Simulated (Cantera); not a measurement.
An adiabatic, constant-pressure homogeneous reactor starts with 24.4 % CO, 8.30 % H2, 2.10 % CH4, 13.7 % O2, 51.5 % N2, at 1148 K and 750 Torr.

Cantera simulation using GRI-Mech 3.0 (53 species, 325 reactions); the numbers are that mechanism's predictions, not measurements.

Predict: time of steepest temperature rise; temperature at 4.00 s; equilibrium temperature; x(CO) at 4.00 s; x(H2) at 4.00 s; x(CO2) at 4.00 s; x(O2) at 4.00 s.


| Item | Result |
|---|---|
| time of steepest temperature rise | 0.206 ms |
| temperature at 4.00 s | 2686 K |
| equilibrium temperature | 2686 K |
| x(CO) at 4.00 s | 0.153 (gas-phase equilibrium 0.153) |
| x(H2) at 4.00 s | 0.0183 (gas-phase equilibrium 0.0183) |
| x(CO2) at 4.00 s | 0.134 (gas-phase equilibrium 0.134) |
| x(O2) at 4.00 s | 0.00662 (gas-phase equilibrium 0.00662) |
